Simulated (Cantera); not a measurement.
Feed: 1 mol V, 1.1 mol NH3, 9.3 mol H2, equilibrated at 1.33 mbar.

Method: chemical equilibrium by Gibbs-energy minimisation in Cantera with the NASA 1993 tables (ideal gas, pure condensed phases). Candidate condensed phases: V, VN; 11 gas species. Mutual solubility and eutectic melting of coexisting phases are not modelled. VN: taken at fixed stoichiometry. Condensed phases not in the tables: V2N, N, O or C dissolved in the metal. Equilibrium is a limit: real reactors are often held back by kinetics, nucleation or transport.

x: gas mole fraction; n: condensed amount in mol.

| T (K) | x H2 | x N2 | x H | x V | x VN | n VN(s) | n V(s) |
|---|---|---|---|---|---|---|---|
| 1450 | 0.995 | 0.00454 | 0.000258 | 2.51e-9 | <1e-12 | 1.00 | 0 |
| 1500 | 0.995 | 0.00454 | 0.000481 | 1.84e-8 | <1e-12 | 1.00 | 0 |
| 1550 | 0.995 | 0.00454 | 0.000860 | 1.18e-7 | <1e-12 | 1.000 | 0 |
| 1600 | 0.994 | 0.00454 | 0.00148 | 6.74e-7 | 2.57e-12 | 1.000 | 0 |
| 1650 | 0.990 | 0.00732 | 0.00248 | 2.72e-6 | 1.32e-11 | 0.938 | (withheld) |
| 1700 | 0.978 | 0.0179 | 0.00399 | 8.08e-6 | 6.18e-11 | 0.700 | (withheld) |
| 1750 | 0.952 | 0.0416 | 0.00622 | 2.25e-5 | 2.63e-10 | 0.146 | (withheld) |
| 1800 | 0.943 | 0.0476 | 0.00952 | 5.93e-5 | 7.43e-10 | 0 | 0.999 |
| 1850 | 0.938 | 0.0475 | 0.0143 | 0.000148 | 1.85e-9 | 0 | 0.998 |
| 1900 | 0.931 | 0.0473 | 0.0210 | 0.000351 | 4.40e-9 | 0 | 0.996 |
| 1950 | 0.922 | 0.0471 | 0.0301 | 0.000795 | 9.97e-9 | 0 | 0.991 |

### Question
Fill in the missing entries.

### Answer

- 1650, n V(s): 0.0617
- 1700, n V(s): 0.300
- 1750, n V(s): 0.854
